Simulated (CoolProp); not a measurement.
Properties of p-xylene along the isobar 2550 kPa.

Model: reference Helmholtz-energy equation of state, Zhou 2012, in CoolProp.

```
T (°C)   phase  density (kg/m³)  cp (kJ/(kg K))  speed of sound (m/s)  expansivity (1/kK)
------  ------  ---------------  --------------  --------------------  ------------------
76.05   liquid            814.3           1.885                  1122               1.086
95.35   liquid            797.0           1.952                  1050               1.133
114.65  liquid            779.4           2.020                 978.2               1.190
134.05  liquid            761.1           2.090                 907.7               1.259
153.35  liquid            742.3           2.160                 838.9               1.342
172.75  liquid            722.5           2.234                 771.0               1.444
192.05  liquid            701.8           2.309                 704.3               1.572
211.45  liquid            679.7           2.389                 637.9               1.735
230.75  liquid            656.0           2.475                 571.9               1.953
250.15  liquid            629.9           2.573                 504.5               2.260
269.45  liquid            600.5           2.691                 434.8               2.728
288.85  liquid            565.4           2.856                 358.8               3.571
308.15  liquid            519.2           3.174                 268.5               5.668
327.55     gas            90.49           3.072                 132.8               9.885
346.85     gas            78.16           2.736                 153.0               6.052
```
